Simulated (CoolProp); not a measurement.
The fluid at 298.15 K and 0.0353 MPa expands adiabatically to 0.00417 MPa with isentropic efficiency 0.85. The same conditions are run with several fluids, on thermodynamics alone (safety and materials aside).

Model: reference Helmholtz-energy equation of state of each fluid (R21: Platzer 1990; R125: Lemmon 2005; dimethyl ether: Wu 2011), in CoolProp. The equations of Platzer and Polt are older, rougher fits.

### Question
Rank R21, R125, dimethyl ether by work (kJ/kg), highest first.

### Answer
dimethyl ether (84.7), R21 (37.4), R125 (33.9)

```tsv
fluid	final temperature (K)	final density (kg/m³)
R21	230.0	0.225
R125	252.4	0.239
dimethyl ether	234.4	0.0987
```
